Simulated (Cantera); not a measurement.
A Cantera script and what it prints.

```python
import numpy as np
import cantera as ct

gas_names = [...]  # 151 gases of nasa_gas.yaml made of C, H, N, O, Si
cond_names = """
    C(gr) C6H6(L) C7H8(L) C8H18(L),n-octa H2O(s) H2O(L) Si(cr) Si(L) SiC(b) SiO2(Lqz) SiO2(hqz) SiO2(L)
    Si2N2O(s) Si3N4(a)
""".split()


# ... load() reads the species with a 1 bar reference pressure and builds the phases ...
atoms = {
    'SiC': {'Si': 1, 'C': 1},
    'H2O': {'H': 2, 'O': 1},
    'N2': {'N': 2},
    'N2O': {'N': 2, 'O': 1},
}
top_T = {'C(gr)': 4500, 'SiC(b)': 3050, 'Si2N2O(s)': 2100, 'Si3N4(a)': 2400}  # K; cautious upper limits of use, not melting points


# ... equilibrate(T, P, feed) seeds the gas with the atoms and calls Mixture.equilibrate('TP', solver="vcs", rtol=1e-11, max_steps=5000) ...
results = []
feed = {'SiC': 1, 'H2O': 0.32, 'N2': 35, 'N2O': 0.015}  # mol
P = 0.24  # Pa
for T in [923, 973, 1023, 1073, 1123, 1173, 1223, 1273, 1323, 1373, 1423, 1473, 1523]:
    mix = equilibrate(T, P, feed)
    results.append((T, P, feed, dict(zip(mix.species_names, mix.species_moles))))

top = {s: max(r[3][s] / sum(r[3][g] for g in gas_names) for r in results) for s in gas_names}
cols = sorted((s for s in top if top[s] > 1e-05), key=lambda s: -top[s])[:7]
seen = [c for c in cond_names if any(r[3].get(c, 0) > 1e-12 for r in results)]
print("log10 of partial pressures in bar; condensed amounts in mol")
print(f"{'T/K':>10s}" + "".join(f"{s[:9]:>10s}" for s in cols + seen))
for T, P, feed, n in results:
    ng = sum(n[g] for g in gas_names)
    print(f"{T:10.4g}" + "".join(f"{np.log10(max(n[s] / ng * P / 1e5, 1e-99)):10.3f}" for s in cols)
          + "".join(f"{n.get(c, 0):10.4g}" for c in seen))
```

It prints:

```
log10 of partial pressures in bar; condensed amounts in mol
       T/K        N2        H2        CO       SiO         H        Si     C(gr)    SiC(b) Si2N2O(s)  Si3N4(a)
       923    -5.624    -7.656   -13.107   -18.338   -13.440   -22.230         1         0     0.335      0.11
       973    -5.624    -7.656   -12.141   -16.628   -12.794   -20.203         1         0     0.335      0.11
      1023    -5.624    -7.659   -10.924   -14.915   -12.212   -18.549    0.6695    0.3303    0.3348         0
      1073    -5.624    -7.659    -9.301   -13.103   -11.683   -17.310    0.6481    0.3446    0.3277         0
      1123    -5.626    -7.664    -7.823   -11.452   -11.203   -16.183  0.003372    0.7744    0.1128         0
      1173    -5.627    -7.664    -7.821   -10.396   -10.761   -14.703         0    0.7768    0.1113         0
      1223    -5.627    -7.665    -7.824    -9.429   -10.354   -13.344         0    0.7785     0.108         0
      1273    -5.627    -7.666    -7.849    -8.547    -9.980   -12.086         0    0.7906   0.08371         0
      1323    -5.628    -7.669    -7.948    -7.948    -9.634   -10.993         0    0.8324         0         0
      1373    -5.628    -7.672    -7.947    -7.949    -9.314   -10.305         0    0.8321         0         0
      1423    -5.628    -7.677    -7.944    -7.952    -9.016    -9.667         0    0.8309         0         0
      1473    -5.628    -7.686    -7.933    -7.965    -8.741    -9.083         0    0.8262         0         0
      1523    -5.629    -7.702    -7.899    -8.005    -8.487    -8.563         0    0.8118         0         0
```

Method: chemical equilibrium by Gibbs-energy minimisation in Cantera with the NASA 1993 tables (ideal gas, pure condensed phases). Mutual solubility and eutectic melting of coexisting phases are not modelled.
